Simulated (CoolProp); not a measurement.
Vapour-liquid equilibrium of fluoroethane (R161) (1) + R227EA (2) at -15.85 °C; x and y are mole fractions of (1).

Values from CoolProp's multi-fluid Helmholtz-energy mixture model, Wu 2012 and Lemmon 2016; pair parameters Bell 2016.

```csv
x,bubble pressure (MPa),y at the bubble point,dew pressure at overall composition x (MPa),liquid density (mol/L)
0.05,___,0.060,0.1042,9.316
0.125,0.1074,___,0.1060,9.694
0.2,0.1128,0.291,0.1086,10.09
0.275,0.1206,0.415,0.1120,10.51
0.35,0.1306,___,0.1162,10.95
0.425,0.1423,0.631,0.1214,11.42
0.5,0.1553,0.716,0.1277,11.91
0.575,0.1691,0.785,0.1354,12.44
0.65,0.1834,0.842,0.1449,13.01
0.725,0.1978,0.888,0.1569,13.62
0.8,0.2122,0.926,___,14.28
0.875,0.2264,0.957,0.1935,15.00
0.95,0.2405,0.984,0.2230,15.78
```

Question: Fill in the missing entries.

Answer: 
- 0.05, bubble pressure (MPa): 0.1044
- 0.125, y at the bubble point: 0.169
- 0.35, y at the bubble point: 0.530
- 0.8, dew pressure at overall composition x (MPa): 0.1725

No azeotrope shows between x = 0.05 and 0.95.

Pair parameters are fitted to limited data, so mixtures are less certain than the pure fluids.
